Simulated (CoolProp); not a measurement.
Properties of R227EA along the isotherm 46.95 °C (Tc = 101.8 °C, pc = 2925 kPa, ω = 0.358).

Computed with CoolProp (reference Helmholtz-energy equation of state, Lemmon 2016).

| p (kPa) | phase | Z | cp (kJ/(kg K)) | viscosity (µPa s) | conductivity (mW/(m K)) |
|---|---|---|---|---|---|
| 1330 | liquid | ? | 1.258 | 180 | 54.3 |
| 2660 | liquid | 0.1298 | 1.235 | 188 | 55.4 |
| 3990 | liquid | 0.1926 | 1.217 | 197 | ? |
| 5320 | liquid | ? | ? | 204 | 57.4 |
| 6650 | liquid | 0.3152 | ? | ? | 58.3 |
| 7980 | liquid | 0.3753 | 1.182 | 219 | 59.1 |
| 9310 | liquid | 0.4346 | 1.174 | 226 | 60.0 |
| 10600 | liquid | 0.4916 | 1.167 | ? | 60.7 |
| 12000 | liquid | 0.5529 | 1.160 | 239 | 61.5 |
| 13300 | liquid | 0.6092 | 1.154 | 245 | ? |
| 14600 | liquid | 0.6651 | 1.149 | 252 | 63.0 |

Q: What belongs in the gaps?

A: 
- 1330, Z: 0.06569
- 3990, conductivity (mW/(m K)): 56.4
- 5320, Z: 0.2544
- 5320, cp (kJ/(kg K)): 1.203
- 6650, cp (kJ/(kg K)): 1.192
- 6650, viscosity (µPa s): 212
- 10600, viscosity (µPa s): 232
- 13300, conductivity (mW/(m K)): 62.3

Viscosity comes from a separate model (Huber 2003), an estimate that may be off by 10 % or more. Thermal conductivity comes from a separate model (Huber 2003), an estimate that may be off by 10 % or more.
